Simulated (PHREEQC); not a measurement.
Consider water at 25 °C with 0.041 mol/kgw ZnCl2, 0.1 mol/kgw KCl and 0.11 mol/kgw MnSO4. Closed to the air; pH follows from the charge balance.

Equilibrium calculation in PHREEQC: ion-association model, wateq4f.dat.

Each row changes one thing in this solution. This is a speciation only: nothing precipitates in the calculation.

```json
[
 {"case": "as made", "pH": "5.52", "ionic strength (mol/kgw)": "0.426", "Cl- (mol/kgw)": "0.167", "K+ (mol/kgw)": "0.0933", "Mn+2 (mol/kgw)": "0.0671", "SO4-2 (mol/kgw)": "0.0503", "SI of Goslarite (ZnSO4:7H2O)": "-2.28", "SI of Zincite(c) (ZnO)": "-2.37"},
 {"case": "diluted 5-fold with water", "pH": "5.78", "ionic strength (mol/kgw)": "?", "Cl- (mol/kgw)": "0.0353", "K+ (mol/kgw)": "0.0193", "Mn+2 (mol/kgw)": "0.0157", "SO4-2 (mol/kgw)": "0.0130", "SI of Goslarite (ZnSO4:7H2O)": "-3.02", "SI of Zincite(c) (ZnO)": "-2.26"},
 {"case": "diluted 100-fold with water", "pH": "?", "ionic strength (mol/kgw)": "0.00607", "Cl- (mol/kgw)": "0.00181", "K+ (mol/kgw)": "0.000995", "Mn+2 (mol/kgw)": "0.00100", "SO4-2 (mol/kgw)": "0.000961", "SI of Goslarite (ZnSO4:7H2O)": "?", "SI of Zincite(c) (ZnO)": "-2.23"},
 {"case": "MnSO4 from 0.11 to 0.011 mol/kgw", "pH": "5.22", "ionic strength (mol/kgw)": "0.233", "Cl- (mol/kgw)": "0.174", "K+ (mol/kgw)": "0.0990", "Mn+2 (mol/kgw)": "0.00845", "SO4-2 (mol/kgw)": "0.00556", "SI of Goslarite (ZnSO4:7H2O)": "-2.87", "SI of Zincite(c) (ZnO)": "?"},
 {"case": "0.0017 mol/kgw ZnI2 added", "pH": "5.51", "ionic strength (mol/kgw)": "0.430", "Cl- (mol/kgw)": "0.167", "K+ (mol/kgw)": "0.0933", "Mn+2 (mol/kgw)": "0.0674", "SO4-2 (mol/kgw)": "0.0500", "SI of Goslarite (ZnSO4:7H2O)": "-2.27", "SI of Zincite(c) (ZnO)": "-2.37"}
]
```

Question: Fill in the missing entries.

Answer: 
- diluted 5-fold with water, ionic strength (mol/kgw): 0.0967
- diluted 100-fold with water, pH: 6.24
- diluted 100-fold with water, SI of Goslarite (ZnSO4:7H2O): -4.77
- MnSO4 from 0.11 to 0.011 mol/kgw, SI of Zincite(c) (ZnO): -2.70

Complexes and solids missing from the database can't appear.
